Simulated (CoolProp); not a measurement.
The fluid at 461.28 K and 2.25 MPa (gas) is heated at constant pressure to 473.7 K. The same conditions are run with several fluids, on thermodynamics alone (safety and materials aside).

Values from CoolProp's reference Helmholtz-energy equation of state of each fluid (nitrogen: Span 2000; propyne: Polt 1992; hydrogen chloride: Thol 2018; carbonyl sulfide: Lemmon 2006). The equations of Platzer and Polt are older, rougher fits.

```json
[
 {"fluid": "nitrogen", "heat (kJ/kg)": "13.2", "final density (kg/m³)": "15.9"},
 {"fluid": "propyne", "heat (kJ/kg)": "26.5", "final density (kg/m³)": "25.0"},
 {"fluid": "hydrogen chloride", "heat (kJ/kg)": "10.5", "final density (kg/m³)": "21.5"},
 {"fluid": "carbonyl sulfide", "heat (kJ/kg)": "10.7", "final density (kg/m³)": "36.5"}
]
```
